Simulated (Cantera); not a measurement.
Feed: 1 mol Si3N4, 0.56 mol CO2, 350 mol H2, at 0.0218 Torr.

These are equilibrium values from Cantera (NASA tables, ideal gas, pure condensed phases), not measurements of a reactor. Candidate condensed phases: C, C6H6, C7H8, C8H18, H2O, Si, SiC, SiO2, Si2N2O, Si3N4; 151 gas species. Mutual solubility and eutectic melting of coexisting phases are not modelled. The numbers say what is thermodynamically allowed, not how fast it happens.

Problem. Which condensed phases are stable at each of these points (T (°C)): 1152, 1202, 1252, 1302, 1352, 1402, 1452, 1502, 1552, 1602, 1652, 1702, 1752?

Solution. 
```json
[
 {"T (°C)": "1152", "condensed phases": "Si(s) + SiC(s)", "Si condensed (%)": "62.7"},
 {"T (°C)": "1202", "condensed phases": "Si(s) + SiC(s)", "Si condensed (%)": "61.2"},
 {"T (°C)": "1252", "condensed phases": "Si(s) + SiC(s)", "Si condensed (%)": "55.8"},
 {"T (°C)": "1302", "condensed phases": "Si(s) + SiC(s)", "Si condensed (%)": "39.9"},
 {"T (°C)": "1352", "condensed phases": "SiC(s)", "Si condensed (%)": "15.7"},
 {"T (°C)": "1402", "condensed phases": "SiC(s)", "Si condensed (%)": "7.9"},
 {"T (°C)": "1452", "condensed phases": "gas only", "Si condensed (%)": "0.0"},
 {"T (°C)": "1502", "condensed phases": "gas only", "Si condensed (%)": "0.0"},
 {"T (°C)": "1552", "condensed phases": "gas only", "Si condensed (%)": "0.0"},
 {"T (°C)": "1602", "condensed phases": "gas only", "Si condensed (%)": "0.0"},
 {"T (°C)": "1652", "condensed phases": "gas only", "Si condensed (%)": "0.0"},
 {"T (°C)": "1702", "condensed phases": "gas only", "Si condensed (%)": "0.0"},
 {"T (°C)": "1752", "condensed phases": "gas only", "Si condensed (%)": "0.0"}
]
```

From 1152 °C to 1302 °C the condensed part is Si(s) + SiC(s). From 1352 °C to 1402 °C the condensed part is SiC(s). From 1452 °C to 1752 °C nothing is condensed.
